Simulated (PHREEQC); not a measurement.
# Nickel, zinc or cadmium bath: an equilibrium model

Make-up at 25 °C: 0.14 mol/kgw ZnSO4, 0.00053 mol/kgw NaOH and 0.0096 mol/kgw MnSO4. Closed to the air; pH follows from the charge balance.

All values are PHREEQC results (ion-association model, wateq4f.dat), not measurements.

Precipitation was switched off in this run.

Q: What pH does the model give?

A: pH 7.18.

Q: In which forms is S present?

A: ZnSO4 36 %, SO4-2 34 %, Zn(SO4)2-2 28 %, MnSO4 2.5 % of the S.

The solution is supersaturated, for example in Zn4(OH)6SO4, Zn(OH)2-e, so a real one may precipitate; this is no full list.
